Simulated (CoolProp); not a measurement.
Tetradecamethylhexasiloxane (MD4M) at several states: density (kg/m³) from the reference equation and from simpler models built on Tc = 653.2 K, pc = 0.8286 MPa, ω = 0.800; each cubic takes its own stable root.

Values from CoolProp's reference Helmholtz-energy equation of state, Thol 2019.

| T (K) | p (MPa) | phase | reference |
|---|---|---|---|
| 540.7 | 0.0216 | gas | 2.256 |
| 486.7 | 0.187 | liquid | 695.3 |
| 496 | 0.209 | liquid | 684.7 |
| 223 | 0.224 | liquid | 960.2 |

Q: How far does each simpler model (van der Waals, Redlich-Kwong, Peng-Robinson) lie from the reference over these 4 states: mean and median of the absolute difference, and the worst?

A: 
- van der Waals: mean 60.4 %, median 72.1 %, worst -96.4 % at 486.7 K and 0.187 MPa
- Redlich-Kwong: mean 16.3 %, median 20.7 %, worst -22.9 % at 223 K and 0.224 MPa
- Peng-Robinson: mean 3.2 %, median 1.0 %, worst -10.7 % at 223 K and 0.224 MPa

At some of these states van der Waals gives the other phase, because its saturation line lies elsewhere.
